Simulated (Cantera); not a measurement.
**H₂S + SO₂ (abatement and gas-phase synthesis)**

Feed: 1 mol H₂S, 0.55 mol SO₂, at 977 °C.

Equilibrium computed with Cantera from the NASA thermochemical tables; the gas is ideal and each condensed phase is pure. Candidate condensed phases: H₂O, H₂SO₄, S; 19 gas species. The ideal-gas law is rough above about 30 bar. Gases not in the tables: S₃ to S₇. Kinetics and transport are ignored.

| P (Pa) | x H₂O | x S₂ | x H₂S | x SO₂ | x H₂ | x S₂O | n S(l) |
|---|---|---|---|---|---|---|---|
| 10 | 0.382 | 0.356 | 0.0131 | 0.102 | 0.141 | 0.000783 | 0 |
| 65 | 0.416 | 0.362 | 0.0246 | 0.0899 | 0.103 | 0.00119 | 0 |
| 420 | 0.438 | 0.362 | 0.0428 | 0.0831 | 0.0708 | 0.00182 | 0 |
| 2700 | 0.445 | 0.354 | 0.0683 | 0.0830 | 0.0450 | 0.00285 | 0 |
| 17000 | 0.439 | 0.339 | 0.0998 | 0.0892 | 0.0268 | 0.00453 | 0 |
| 110000 | 0.422 | 0.318 | 0.137 | 0.101 | 0.0149 | 0.00732 | 0 |
| 720000 | 0.394 | 0.291 | 0.178 | 0.116 | 0.00794 | 0.0118 | 0 |
| 4700000 | 0.361 | 0.259 | 0.223 | 0.134 | 0.00412 | 0.0185 | 0 |
| 30000000 | 0.353 | 0.197 | 0.265 | 0.152 | 0.00222 | 0.0254 | 0.0913 |
x: gas mole fraction; n: condensed amount in mol.

From 0.000100 bar to 47.0 bar nothing is condensed. At 300 bar the condensed part is S(l).
